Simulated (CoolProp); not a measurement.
The fluid at 430 K and 6.32 MPa flows at 0.29 m/s in a round tube of 100 mm bore and 15 µm roughness, fully developed (64/Re and Nu = 3.66 if laminar; Colebrook and Gnielinski if turbulent). The same conditions are run with several fluids, on thermodynamics alone (safety and materials aside).

The numbers come from the reference Helmholtz-energy equation of state of each fluid (CH2F2 (R32): Tillner-Roth 1997; R152A: Outcalt 1996; dry air: Lemmon 2000; R404A: Lemmon 2003; R143a: Lemmon and Jacobsen 2000) in CoolProp. Blends and air are pseudo-pure fits.

```
fluid        Reynolds number  Darcy friction factor  pressure drop (Pa/m)  heat-transfer coefficient (W/(m² K))  mass flow (kg/h)
-----------  ---------------  ---------------------  --------------------  ------------------------------------  ----------------
CH2F2 (R32)           167000                 0.0172                 0.846                                   113               957
R152A                 279000                 0.0160                  1.39                                   277              1690
dry air                58100                 0.0208                 0.439                                  45.2               412
R404A                 284000                 0.0160                  1.62                                   193              1980
R143a                 271000                 0.0161                  1.42                                   195              1730
```

Transport values come from each fluid's own correlations; those of CH2F2 (R32), R152A, R143a are estimates that may be off by 10 % or more.
